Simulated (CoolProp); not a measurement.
Saturation properties of R245fa (Tc = 427.0 K, pc = 36.51 bar, ω = 0.378).

Model: reference Helmholtz-energy equation of state, Akasaka 2015, in CoolProp.

| T (K) | p (bar) | enthalpy of vaporisation (kJ/kg) | liquid cp (kJ/(kg K)) | vapour Z |
|---|---|---|---|---|
| 192.3 | 0.001849 | 243.9 | 1.145 | 0.9997 |
| 215.9 | 0.01646 | 232.4 | 1.170 | 0.9980 |
| 239.6 | 0.08869 | 221.2 | 1.202 | 0.9927 |
| 263.3 | 0.3332 | 209.7 | 1.242 | 0.9807 |
| 287 | 0.9655 | 197.4 | 1.291 | 0.9591 |
| 310.7 | 2.311 | 183.8 | 1.348 | 0.9252 |
| 334.4 | 4.792 | 168.2 | 1.418 | 0.8765 |
| 358 | 8.893 | 149.8 | 1.510 | 0.8099 |
| 381.7 | 15.24 | 126.4 | 1.660 | 0.7186 |
| 405.4 | 24.53 | 93.39 | 2.041 | 0.5866 |

It boils at 288.2 K under 1 atm.
